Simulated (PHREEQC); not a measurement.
## Polishing slurry liquid: an equilibrium model

Solution (20 °C): 0.1 mol K2CO3 and 0.0004 mol CO2 per kg of water. Closed to the air; pH follows from the charge balance.

Equilibrium calculation in PHREEQC: Pitzer model, pitzer.dat.

No solid was allowed to form.

**Question.** Estimate the pH.

**Answer.** pH 11.43.

**Question.** In which forms is C present?

**Answer.** CO3-2 97 %, HCO3- 3.3 % of the C.
